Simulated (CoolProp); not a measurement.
The fluid at 298.15 K and 13 MPa is throttled through a valve to 7.44 MPa with no heat exchange. The same conditions are run with several fluids, on thermodynamics alone (safety and materials aside).

Model: reference Helmholtz-energy equation of state of each fluid (isohexane: Lemmon 2006; methanol: de Reuck 1993; n-octane: Beckmüller 2019; R410A: Lemmon 2003; cyclohexane: Zhou 2014), in CoolProp. Blends and air are pseudo-pure fits.

```json
[
 {"fluid": "isohexane", "temperature change (K)": "+2.4", "final density (kg/m³)": "?"},
 {"fluid": "methanol", "temperature change (K)": "?", "final density (kg/m³)": "792"},
 {"fluid": "n-octane", "temperature change (K)": "+2.4", "final density (kg/m³)": "703"},
 {"fluid": "R410A", "temperature change (K)": "-0.1", "final density (kg/m³)": "1110"},
 {"fluid": "cyclohexane", "temperature change (K)": "?", "final density (kg/m³)": "778"}
]
```

Q: What belongs in the gaps?

A: 
- isohexane, final density (kg/m³): 655
- methanol, temperature change (K): +1.8
- cyclohexane, temperature change (K): +2.5
